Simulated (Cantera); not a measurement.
A closed system holds: 1 mol CS₂, 0.34 mol H₂, 6.1 mol N₂, 0.55 mol H₂O, held at 2052 °C and 12.0 mbar.

These are equilibrium values from Cantera (NASA tables, ideal gas, pure condensed phases), not measurements of a reactor. Candidate condensed phases: C, C₆H₆, C₇H₈, C₈H₁₈, H₂O, H₂SO₄, S; 150 gas species. Kinetics and transport are ignored.

Base state: N₂ 0.674, H₂ 0.0790, CO 0.0607, S₂ 0.0562, S 0.0430, CS 0.0425, H 0.0282, SH 0.00885 (mole fractions); condensed: gas only.

**Question.** What changes in the equilibrium state with this change: pressure from 12.0 mbar to 42.0 mbar?

**Answer.** 
| species | before | after |
|---|---|---|
| N₂ | 0.674 | 0.687 |
| H₂ | 0.0790 | 0.0859 |
| S₂ | 0.0562 | 0.0637 |
| S | 0.0430 | 0.0245 |
| H | 0.0282 | 0.0157 |
| CS₂ | 0.00682 | 0.0121 |
| CS | 0.0425 | 0.0380 |
| CO | 0.0607 | 0.0619 |
| H₂S | 0.000566 | 0.00123 |
| COS | 1.67e-5 | 3.39e-5 |
| HNC | 3.05e-5 | 5.04e-5 |
| HCN | 0.000324 | 0.000535 |
